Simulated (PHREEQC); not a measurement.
A PHREEQC speciation (ion-association model, wateq4f.dat) at 25 °C gives pH 0.99 and these molalities:

| species | mol/kgw |
|---|---|
| Na+ | 0.382 |
| HSO4- | 0.286 |
| H+ | 0.134 |
| SO4-2 | 0.101 |
| NaSO4- | 0.0376 |
| Cu+2 | 0.00444 |
| CuSO4 | 0.00346 |

What are the element totals, and what could have been dissolved in 1 kg of water to give them?

One answer among several that fit: totals Cu(2) 0.00790, Na 0.420, S(6) 0.428 mol/kgw, from 0.21 mol H2SO4, 0.0079 mol CuSO4 and 0.21 mol Na2SO4 per kg of water.

No solid was allowed to form.
